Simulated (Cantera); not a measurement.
Thermodynamics of halide evaporation, hydrolysis and transport, feed KCl + HCl + N₂

A closed system holds: 1 mol KCl, 0.62 mol HCl, 2.4 mol N₂, held at 0.160 Pa.

Method: chemical equilibrium by Gibbs-energy minimisation in Cantera with the NASA 1993 tables (ideal gas, pure condensed phases). Candidate condensed phases: K, KCl, NH₄Cl; 17 gas species. Rates play no part.

From 1102 °C to 1702 °C nothing is condensed. The main K-bearing gas is KCl at 1102 °C and K at 1702 °C.

```json
[
 {"T (°C)": "1102", "log p N₂": "-6.02", "log p KCl": "-6.40", "log p Cl": "-8.01", "log p HCl": "-6.63", "log p K": "-9.79", "log p H": "-9.63", "log p H₂": "-8.33", "log p K₂Cl₂": "-11.90"},
 {"T (°C)": "1202", "log p N₂": "-6.02", "log p KCl": "-6.40", "log p Cl": "-7.64", "log p HCl": "-6.65", "log p K": "-9.06", "log p H": "-8.88", "log p H₂": "-7.98", "log p K₂Cl₂": "-12.38"},
 {"T (°C)": "1302", "log p N₂": "-6.03", "log p KCl": "-6.41", "log p Cl": "-7.32", "log p HCl": "-6.70", "log p K": "-8.41", "log p H": "-8.24", "log p H₂": "-7.72", "log p K₂Cl₂": "-12.79"},
 {"T (°C)": "1402", "log p N₂": "-6.04", "log p KCl": "-6.43", "log p Cl": "-7.05", "log p HCl": "-6.79", "log p K": "-7.85", "log p H": "-7.71", "log p H₂": "-7.56", "log p K₂Cl₂": "-13.19"},
 {"T (°C)": "1502", "log p N₂": "-6.05", "log p KCl": "-6.49", "log p Cl": "-6.82", "log p HCl": "-6.93", "log p K": "-7.38", "log p H": "-7.30", "log p H₂": "-7.52", "log p K₂Cl₂": "-13.61"},
 {"T (°C)": "1602", "log p N₂": "-6.08", "log p KCl": "-6.61", "log p Cl": "-6.62", "log p HCl": "-7.15", "log p K": "-7.01", "log p H": "-7.01", "log p H₂": "-7.66", "log p K₂Cl₂": "-14.13"},
 {"T (°C)": "1702", "log p N₂": "-6.12", "log p KCl": "-6.83", "log p Cl": "-6.48", "log p HCl": "-7.47", "log p K": "-6.77", "log p H": "-6.85", "log p H₂": "-7.97", "log p K₂Cl₂": "-14.83"}
]
```
log p: log10 of the partial pressure in bar; nothing condenses.
